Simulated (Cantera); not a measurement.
A closed system holds: 1 mol FeS, 4.3 mol SO2, 1 mol CO2, 3.5 mol SO3, held at 18.0 mbar.

Method: chemical equilibrium by Gibbs-energy minimisation in Cantera with the NASA 1993 tables (ideal gas, pure condensed phases). Candidate condensed phases: C, Fe, Fe(CO)5, FeO, FeS, FeSO4, FeS2, Fe2O3, Fe2(SO4)3, Fe3O4, S; 25 gas species. Mutual solubility and eutectic melting of coexisting phases are not modelled. The numbers say what is thermodynamically allowed, not how fast it happens.

log p: log10 of the partial pressure in bar; n: condensed amount in mol.

| T (K) | log p SO2 | log p CO2 | log p O2 | log p CO | n Fe2O3(s) | n Fe3O4(s) |
|---|---|---|---|---|---|---|
| 1223 | -1.79 | -2.74 | -5.97 | ? | 0.491 | 0.00616 |
| 1298 | -1.79 | -2.74 | -4.81 | ? | 0.437 | 0.0422 |
| 1373 | -1.80 | -2.74 | -3.84 | ? | 0 | 0.333 |
| 1448 | -1.80 | -2.74 | -3.83 | ? | 0 | 0.333 |
| 1523 | -1.80 | -2.74 | -3.83 | ? | 0 | 0.333 |
| 1598 | -1.80 | -2.74 | -3.82 | ? | 0 | 0.333 |
| 1673 | -1.80 | -2.74 | -3.81 | ? | 0 | 0.333 |
| 1748 | -1.80 | -2.74 | -3.78 | ? | 0 | 0.333 |
| 1823 | -1.80 | -2.75 | -3.74 | ? | 0 | 0.333 |

Task: Fill in the missing entries.

Result: 
- 1223, log p CO: -7.28
- 1298, log p CO: -7.16
- 1373, log p CO: -7.03
- 1448, log p CO: -6.48
- 1523, log p CO: -5.99
- 1598, log p CO: -5.54
- 1673, log p CO: -5.14
- 1748, log p CO: -4.78
- 1823, log p CO: -4.46
